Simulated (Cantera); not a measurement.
Charge: 1 mol PbO, 0.036 mol H2, held at 500 °C and 13300 Pa.

Method: chemical equilibrium by Gibbs-energy minimisation in Cantera with the NASA 1993 tables (ideal gas, pure condensed phases). Candidate condensed phases: H2O, Pb, PbO, PbO2, Pb3O4; 12 gas species. Rates play no part.

**Question.** What is the equilibrium state?

**Answer.** x(H2O): 1.000
x(H2): 5.49e-5
n(Pb(l)): 0.0360 mol
n(PbO(yellow)): 0.964 mol
gas amount: 0.03600 mol
log10 activity of Pb3O4(s) (absent): -10.07
log10 activity of PbO2(s) (absent): -10.90
